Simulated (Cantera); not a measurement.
## Chlorosilane synthesis and conversion: SiCl4 + Cl2 + H2

Charge: 1 mol SiCl4, 0.65 mol Cl2, 6.2 mol H2, equilibrated at 600 °C and 1880 Torr.

Method: chemical equilibrium by Gibbs-energy minimisation in Cantera with the NASA 1993 tables (ideal gas, pure condensed phases). Candidate condensed phases: Si; 19 gas species. Equilibrium is a limit: real reactors are often held back by kinetics, nucleation or transport.

```
Quantity                              Value
--------------------------------  ---------
x(H2)                                 0.706
x(HCl)                                0.167
x(SiCl4)                              0.126
x(SiHCl3)                           0.00115
x(SiCl3)                            2.31e-6
gas amount                        7.850 mol
log10 activity of Si(s) (absent)      -7.30
```
